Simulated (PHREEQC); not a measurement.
Solution (35 °C): 0.012 mol CaSO4 per kg of water. Closed to the air; pH follows from the charge balance.

All values are PHREEQC results (Pitzer model, pitzer.dat), not measurements.

This is a speciation only: nothing precipitates in the calculation.

### Question
Estimate the specific conductance.

### Answer
specific conductance 3150 µS/cm.
